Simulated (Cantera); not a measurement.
A Cantera script and what it prints.

```python
import numpy as np
import cantera as ct

gas_names = """
    F F2 H HF H2 H2F2 H3F3 H4F4 H5F5 H6F6 H7F7 N NF NF2 NF3 NH NH2 NH3 N2 N2H2 N2H4 Si SiF SiF2 SiF3
    SiF4 SiH SiHF3 SiH2 SiH2F2 SiH3 SiH3F SiH4 SiN Si2 Si2N Si3
""".split()
cond_names = """
    Si(cr) Si(L) Si3N4(a)
""".split()


def load(file, names, dense=False):
    # The tables refer to 1 bar. Condensed volumes are neglected.
    table = {s.name: s for s in ct.Species.list_from_file(file)}
    out = []
    for n in names:
        d = dict(table[n].input_data)
        d["thermo"] = dict(d["thermo"], **{"reference-pressure": 1e5})
        if dense:
            d["equation-of-state"] = {"model": "constant-volume", "density": "1e6 g/cm^3"}
        out.append(ct.Species.from_dict(d))
    return out


gas = ct.Solution(thermo="ideal-gas", species=load("nasa_gas.yaml", gas_names))
cond = {s.name: ct.Solution(thermo="fixed-stoichiometry", species=[s], name=s.name)
        for s in load("nasa_condensed.yaml", cond_names, dense=True)}
atoms = {
    'SiF4': {'Si': 1, 'F': 4},
    'NH3': {'N': 1, 'H': 3},
    'N2': {'N': 2},
}
top_T = {'Si3N4(a)': 2400}  # K; cautious upper limits of use, not melting points


def equilibrate(T, P, feed):
    n = {}
    for name, mol in feed.items():
        for a, k in atoms[name].items():
            n[a] = n.get(a, 0.0) + k * mol
    gas.TPX = T, P, n
    mass = sum(n.values()) * gas.mean_molecular_weight
    gas.equilibrate("TP")
    valid = [c for c in cond.values() if c.min_temp <= T <= top_T.get(c.name, c.max_temp)]
    mix = ct.Mixture([(gas, mass / gas.mean_molecular_weight)] + [(c, 0.0) for c in valid])
    mix.T, mix.P = T, P
    mix.equilibrate("TP", solver="vcs", rtol=1e-11, max_steps=5000)
    return mix


results = []
feed = {'SiF4': 1, 'NH3': 0.47, 'N2': 14}  # mol
T = 1648  # K
P = 1000  # Pa
mix = equilibrate(T, P, feed)
results.append((T, P, feed, dict(zip(mix.species_names, mix.species_moles))))
print(gas.report(threshold=1e-06))
for i in range(1, mix.n_phases):
    print(f"{mix.phase(i).name:16s} {mix.phase_moles(i):12.5e} mol")
```

Result:

```
       temperature   1648 K
          pressure   1000 Pa
           density   0.0022916 kg/m^3
  mean mol. weight   31.4 kg/kmol
   phase of matter   gas

                          1 kg             1 kmol
                     ---------------   ---------------
          enthalpy       -1.5347e+06       -4.8188e+07  J
   internal energy        -1.971e+06        -6.189e+07  J
           entropy            9453.7        2.9685e+05  J/K
    Gibbs function       -1.7114e+07       -5.3739e+08  J
 heat capacity c_p            1246.2             39129  J/K
 heat capacity c_v            981.36             30815  J/K

                      mass frac. Y      mole frac. X     chem. pot. / RT
                     ---------------   ---------------   ---------------
                 H        5.4452e-06        0.00016962           -13.401
                HF         0.0094994          0.014909           -52.762
                H2         0.0023295          0.036282           -26.803
                N2           0.79079           0.88637           -31.032
              SiF2         0.0028269         0.0013432           -90.494
              SiF3          0.032697          0.012067           -129.85
              SiF4           0.16143          0.048703           -169.22
             SiHF3        0.00041903        0.00015284           -143.26
     [  +29 minor]         1.566e-06        9.6472e-07

Si(cr)            0.00000e+00 mol
Si3N4(a)          0.00000e+00 mol
```

Method: chemical equilibrium by Gibbs-energy minimisation in Cantera with the NASA 1993 tables (ideal gas, pure condensed phases). The tables' values for SiF3, SiF2 are old estimates; treat these amounts as uncertain.
